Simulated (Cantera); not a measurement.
MgF2 + HF + H2 (halide evaporation, hydrolysis and transport)

Charge: 1 mol MgF2, a varied amount of HF, 0.78 mol H2, equilibrated at 1698 K and 0.00910 bar.

Cantera equilibrium calculation (NASA polynomials, part measured and part estimated; ideal gas, pure solids and liquids). Candidate condensed phases: Mg, MgF2; 17 gas species. Equilibrium is a limit: real reactors are often held back by kinetics, nucleation or transport.

```
n(HF) (mol)   x H2   x HF  x MgF2      x Mg  n MgF2(l)
-----------  -----  -----  ------  --------  ---------
0.17         0.689  0.174   0.122   0.00803      0.849
0.23         0.657  0.211   0.122   0.00522      0.846
0.32         0.609  0.262   0.122   0.00314      0.837
0.44         0.552  0.320   0.122   0.00191      0.823
0.6          0.490  0.384   0.122   0.00118      0.802
0.83         0.421  0.454   0.122  0.000725      0.771
1.1          0.361  0.514   0.122  0.000484      0.735
1.6          0.286  0.590   0.122  0.000290      0.666
```
x: gas mole fraction; n: condensed amount in mol.

From 0.17 mol HF to 1.6 mol HF the condensed part is MgF2(l). The main Mg-bearing gas is MgF2 throughout. The share of Mg in condensed phases is highest at 0.17 mol HF (84.9 %) and lowest at 1.6 mol HF (66.6 %).
